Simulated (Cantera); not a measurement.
# NO annealing gas

An isothermal, constant-pressure homogeneous reactor starts with 87.7 % NO, 12.3 % N2, at 1873 K and 0.0220 bar.

Model: GRI-Mech 3.0 (53 species, 325 reactions), integrated in Cantera. Radical loss at walls, strong at low pressure, is not modelled.

```
t (s)       x NO     x NO2   x N2     x N2O       x O      x O2
--------  ------  --------  -----  --------  --------  --------
1.00e-5    0.877  1.67e-11  0.123   7.35e-8   7.35e-8  5.61e-12
8.18e-5    0.877   1.10e-9  0.123   6.00e-7   6.00e-7  3.73e-10
0.000669   0.877   7.20e-8  0.123   4.88e-6   4.88e-6   2.50e-8
0.00547    0.877   3.80e-6  0.123   3.78e-5   3.84e-5   1.77e-6
0.0447     0.876   3.82e-5  0.123  0.000197  0.000204  0.000187
0.366      0.870   5.05e-5  0.126  0.000267  0.000264   0.00350
2.99       0.812   9.66e-5  0.155  0.000215  0.000385    0.0320
24.5       0.418  0.000137  0.352   4.48e-5  0.000796     0.229
200       0.0160   7.32e-6  0.553   9.36e-8   0.00105     0.430
```
x: mole fraction; the columns are a selection and need not sum to one.

Equilibrium at this temperature and pressure: NO 0.00641, NO2 2.96e-6, N2 0.558, N2O 4.55e-8, O 0.00106, O2 0.435 (gas phase only).
